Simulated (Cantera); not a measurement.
Feed: 1 mol Ta2O5, 4.4 mol C, 0.29 mol H2, held at 1373 K and 100000 Pa.

Equilibrium computed with Cantera from the NASA thermochemical tables; the gas is ideal and each condensed phase is pure. Candidate condensed phases: C, C6H6, C7H8, C8H18, H2O, Ta, TaC, Ta2O5; 113 gas species. Mutual solubility and eutectic melting of coexisting phases are not modelled. TaC: taken at fixed stoichiometry. Condensed phases not in the tables: Ta2C. Rates play no part.

Base state: CO 0.897, H2 0.101, CO2 0.00183, H2O 0.000423, CH4 5.10e-5 (mole fractions); condensed: C(graphite) + TaC(s) + Ta2O5(s).

**Question.** What changes in the equilibrium state with this change: pressure from 100000 Pa to 700 Pa?

**Answer.** 
| species | before | after |
|---|---|---|
| CO | 0.897 | 0.915 |
| H2 | 0.101 | 0.0844 |
| CO2 | 0.00183 | 0.000455 |
| CH4 | 5.10e-5 | 7.36e-9 |
| H | 1.06e-6 | 1.16e-5 |
| C(graphite), mol | 0.789 | 0 |
| TaC(s), mol | 1.03 | 1.26 |
| Ta2O5(s), mol | 0.483 | 0.371 |

**Question.** What changes in the equilibrium state with this change: temperature from 1373 K to 1723 K?

**Answer.** 
```csv
species,before,after
CO,0.897,0.914
H2,0.101,0.0839
CO2,0.00183,0.00182
H2O,0.000423,0.000588
CH4,5.10e-5,3.93e-7
H,1.06e-6,5.28e-5
"C(graphite), mol",0.789,0
"TaC(s), mol",1.03,1.26
"Ta2O5(s), mol",0.483,0.370
```

**Question.** What changes in the equilibrium state with this change: pressure from 100000 Pa to 400000 Pa?

**Answer.** 
```
species             before     after
----------------  --------  --------
H2                   0.101     0.760
CO                   0.897     0.224
CH4                5.10e-5    0.0116
H2O               0.000423   0.00319
CO2                0.00183  0.000457
C(graphite), mol     0.789      4.28
TaC(s), mol           1.03    0.0337
Ta2O5(s), mol        0.483     0.983
```
